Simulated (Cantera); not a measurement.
A closed system holds: 1 mol SiHCl3, 4.7 mol HCl, 11 mol H2, held at 927 °C and 113 Torr.

Equilibrium computed with Cantera from the NASA thermochemical tables; the gas is ideal and each condensed phase is pure. Candidate condensed phases: Si; 19 gas species. The tables' values for SiCl3 are old estimates; treat these amounts as uncertain. Equilibrium is a limit: real reactors are often held back by kinetics, nucleation or transport.

Base state: H2 0.711, HCl 0.229, SiCl4 0.0526, SiHCl3 0.00444, SiCl3 0.00200, SiCl2 0.000669, SiH2Cl2 4.91e-5 (mole fractions); condensed: gas only.

Task: What changes in the equilibrium state with this change: temperature from 927 °C to 1225 °C?

Result: 
```tsv
species	before	after
H2	0.711	0.652
HCl	0.229	0.290
SiCl2	0.000669	0.0314
SiCl4	0.0526	0.0123
SiCl3	0.00200	0.0110
Cl	1.20e-7	1.29e-5
H	4.30e-7	3.59e-5
SiH2Cl2	4.91e-5	0.000105
SiHCl3	0.00444	0.00285
```
